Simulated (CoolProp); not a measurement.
Vapour-liquid equilibrium of n-octane (1) + n-dodecane (2) at 0.158 MPa; x and y are mole fractions of (1).

Computed with CoolProp (multi-fluid Helmholtz-energy mixture model, Beckmüller 2019 and Lemmon 2004; pair parameters Bell 2016).

```tsv
x	bubble temperature, mixture model (°C)	bubble temperature, Raoult's law (°C)	y, mixture model	y, Raoult's law
0.05	226.9	224.1	0.206	0.268
0.125	214.5	209.7	0.439	0.521
0.2	203.4	198.1	0.603	0.674
0.275	193.7	188.6	0.717	0.771
0.35	185.2	180.7	0.797	0.836
0.425	177.8	173.9	0.854	0.881
0.5	171.2	168.1	0.895	0.913
0.575	165.4	163.0	0.925	0.937
0.65	160.3	158.4	0.948	0.955
0.725	155.7	154.4	0.965	0.969
0.8	151.6	150.7	0.978	0.980
0.875	147.9	147.4	0.988	0.989
0.95	144.5	144.3	0.996	0.996
```

The largest gap from Raoult's law is +5.3 K in bubble temperature, at x = 0.2. No azeotrope shows between x = 0.05 and 0.95.

The pair parameters rest on a limited set of measurements; away from them the model extrapolates.
